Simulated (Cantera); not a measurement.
A closed system holds: 1 mol MgO, 0.24 mol C, 0.02 mol H2, equilibrated at 2200 K and 4.28 Torr.

Cantera equilibrium calculation (NASA polynomials, part measured and part estimated; ideal gas, pure solids and liquids). The tables' values for MgH are old estimates; treat these amounts as uncertain. The numbers say what is thermodynamically allowed, not how fast it happens.

```json
[
 {"species": "CO", "before": "0.466", "after": "0.480"},
 {"species": "Mg", "before": "0.481", "after": "0.478"},
 {"species": "H2", "before": "0.0304", "after": "0.0386"},
 {"species": "H", "before": "0.0130", "after": "0.00111"},
 {"species": "O", "before": "4.00e-5", "after": "1.31e-9"},
 {"species": "OH", "before": "0.000134", "after": "6.54e-8"},
 {"species": "MgO", "before": "0.000129", "after": "7.33e-7"},
 {"species": "Mg2", "before": "1.32e-7", "after": "2.29e-5"},
 {"species": "CO2", "before": "0.00652", "after": "3.85e-5"},
 {"species": "H2O", "before": "0.00224", "after": "1.64e-5"},
 {"species": "MgO(s), mol", "before": "0.755", "after": "0.760"}
]
```
Gas species are given as mole fractions.

**Question.** Which change was made?
A. H2 from 0.02 to 1.2 mol
B. C from 0.24 to 0.0043 mol
C. pressure from 4.28 Torr to 750 Torr
D. pressure from 4.28 Torr to 100 Torr

**Answer.** C, pressure from 4.28 Torr to 750 Torr
